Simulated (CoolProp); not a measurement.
Vapour-liquid equilibrium of R125 (1) + propane (2) at 210.1 K; x and y are mole fractions of (1).

Model: multi-fluid Helmholtz-energy mixture model, Lemmon 2005 and Lemmon 2009; pair parameters Bell 2016, in CoolProp.

### Question
Give the bubble pressure and the first vapour's composition at x = 0.425, 0.875, 0.95. Is there an azeotrope?

### Answer
x = 0.425: 0.06831 MPa, y = 0.554; x = 0.875: 0.06269 MPa, y = 0.663; x = 0.95: 0.05488 MPa, y = 0.799. y crosses x between x = 0.5 and 0.575: the model has an azeotrope there.

The pair parameters rest on a limited set of measurements; away from them the model extrapolates. With so large a gap from Raoult's law the liquid may split in two, which this calculation doesn't test in full.
